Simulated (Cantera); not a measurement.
A Cantera script and its output.

```python
import numpy as np
import cantera as ct

surf = ct.Interface("ptcombust.yaml", "Pt_surf")
gas = surf.adjacent["gas"]
gas.TPX = 600, 270000, {'CO': 0.0058, 'O2': 0.037, 'N2': 1.7, 'H2O': 0.042}
surf.TP = 600, 270000
reactor = ct.FlowReactor(gas, clone=False)
reactor.area = 0.0001  # m2
reactor.surface_area_to_volume_ratio = 3000  # 1/m
reactor.mass_flow_rate = 0.63 * reactor.area * gas.density  # inlet velocity 0.63 m/s
reactor.energy_enabled = False
wall = ct.ReactorSurface(surf, reactor, clone=False)
net = ct.ReactorNet([reactor])
net.rtol, net.atol = 1e-8, 1e-16
show, cover = ['CO', 'O2', 'H2O', 'CO2'], ['PT(S)', 'H(S)', 'O(S)', 'OH(S)', 'CO(S)', 'C(S)']

rows = []
print(f"{'z/m':>9s}{'u/(m/s)':>9s}" + "".join(f"{s:>13s}" for s in show + cover))
for z in [5.6e-05, 9.3e-05, 0.00016, 0.00026, 0.00043, 0.00072, 0.0012, 0.002, 0.0034, 0.0056]:
    net.advance(z)
    rows.append([reactor.speed, *gas[show].X, *surf[cover].coverages])
    print(f"{z:9.4g}{rows[-1][0]:9.3g}" + "".join(f"{x:13.4e}" for x in rows[-1][1:]))
```

Result:

```
      z/m  u/(m/s)           CO           O2          H2O          CO2        PT(S)         H(S)         O(S)        OH(S)        CO(S)         C(S)
  5.6e-05     0.63   3.2395e-03   2.0726e-02   2.3532e-02   1.0165e-05   1.0117e-02   2.6067e-09   1.0793e-02   1.1352e-03   9.7793e-01   6.9634e-15
  9.3e-05     0.63   3.2328e-03   2.0722e-02   2.3532e-02   1.6908e-05   1.0134e-02   2.6090e-09   1.0828e-02   1.1379e-03   9.7788e-01   6.9523e-15
  0.00016     0.63   3.2205e-03   2.0716e-02   2.3532e-02   2.9172e-05   1.0165e-02   2.6132e-09   1.0891e-02   1.1430e-03   9.7778e-01   6.9320e-15
  0.00026     0.63   3.2021e-03   2.0707e-02   2.3533e-02   4.7608e-05   1.0211e-02   2.6196e-09   1.0988e-02   1.1506e-03   9.7763e-01   6.9014e-15
  0.00043     0.63   3.1705e-03   2.0692e-02   2.3533e-02   7.9326e-05   1.0292e-02   2.6306e-09   1.1158e-02   1.1642e-03   9.7736e-01   6.8483e-15
  0.00072     0.63   3.1153e-03   2.0665e-02   2.3534e-02   1.3458e-04   1.0439e-02   2.6504e-09   1.1469e-02   1.1886e-03   9.7688e-01   6.7543e-15
   0.0012     0.63   3.0205e-03   2.0618e-02   2.3535e-02   2.2953e-04   1.0706e-02   2.6859e-09   1.2047e-02   1.2337e-03   9.7599e-01   6.5886e-15
    0.002     0.63   2.8510e-03   2.0535e-02   2.3537e-02   3.9926e-04   1.1239e-02   2.7551e-09   1.3249e-02   1.3257e-03   9.7416e-01   6.2778e-15
   0.0034     0.63   2.5051e-03   2.0365e-02   2.3541e-02   7.4579e-04   1.2634e-02   2.9258e-09   1.6689e-02   1.5777e-03   9.6907e-01   5.5727e-15
   0.0056    0.629   1.5499e-03   1.9897e-02   2.3552e-02   1.7025e-03   2.4252e-02   3.9691e-09   6.4180e-02   4.2876e-03   9.0722e-01   2.6042e-15
```

Detailed kinetics in Cantera: Deutschmann's 1995 Pt surface mechanism with GRI-Mech 3.0 gas chemistry. Catalytic surfaces can have several steady states; this one follows from the mechanism file's or the stated starting coverage. Mass transfer to the wall is taken as infinitely fast.
